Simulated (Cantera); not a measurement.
Feed: 1 mol SiCl₄, 63 mol N₂, held at 1650 K and 1.90 mbar.

Method: chemical equilibrium by Gibbs-energy minimisation in Cantera with the NASA 1993 tables (ideal gas, pure condensed phases). Candidate condensed phases: Si, Si₃N₄; 13 gas species. The tables' values for SiCl₃ are old estimates; treat these amounts as uncertain. Kinetics and transport are ignored.

Base state: N₂ 0.966, Cl 0.0184, SiCl₂ 0.00736, SiCl₄ 0.00422, SiCl₃ 0.00376, Cl₂ 3.00e-5 (mole fractions); condensed: gas only.

### Question
What changes in the equilibrium state with this change: pressure from 1.90 mbar to 0.460 bar?

### Answer
```tsv
species	before	after
N₂	0.966	0.983
SiCl₄	0.00422	0.0146
Cl	0.0184	0.00110
SiCl₂	0.00736	0.000123
SiCl₃	0.00376	0.000903
```

### Question
What changes in the equilibrium state with this change: temperature from 1650 K to 875 K?

### Answer
```
species   before    after
-------  -------  -------
N₂         0.966    0.984
SiCl₄    0.00422   0.0156
SiCl₃    0.00376  5.17e-8
Cl        0.0184  4.77e-8
SiCl₂    0.00736    <1e-9
Cl₂      3.00e-5  2.04e-9
```
